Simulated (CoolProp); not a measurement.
Properties of diethyl ether at several states.

Values from CoolProp's reference Helmholtz-energy equation of state, Thol 2014.

| T (°C) | p (kPa) | phase | density (kg/m³) | cv (kJ/(kg K)) | isothermal compressibility (1/MPa) | fugacity coefficient |
|---|---|---|---|---|---|---|
| 166.05 | 166 | gas | 3.435 | ___ | 6.144 | 0.9812 |
| 234.15 | 802 | gas | ___ | ___ | 1.326 | 0.9456 |
| 135.05 | 11.3 | gas | 0.2472 | 1.867 | 88.64 | 0.9983 |

Task: Fill in the missing entries.

Result: 
- 166.05, cv (kJ/(kg K)): 1.967
- 234.15, density (kg/m³): 14.95
- 234.15, cv (kJ/(kg K)): 2.171
